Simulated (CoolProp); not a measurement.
Values from CoolProp's reference Helmholtz-energy equation of state, Lemmon 2005. It is a short technical equation, of lower accuracy than the large ones.

Q: Give the vapour pressure (kPa), vapour density (kg/m³), enthalpy of vaporisation (kJ/kg), surface tension (mN/m) of saturated isobutene at 312.6, 332.2, 400.7 K.

A: 
| T (K) | p (kPa) | vapour density (kg/m³) | enthalpy of vaporisation (kJ/kg) | surface tension (mN/m) |
|---|---|---|---|---|
| 312.6 | 462 | 11.3 | 342 | 10.0 |
| 332.2 | 763 | 18.6 | 316 | 7.78 |
| 400.7 | 3010 | 93.7 | 167 | 1.09 |

Surface tension comes from a separate correlation (Mulero 2012).
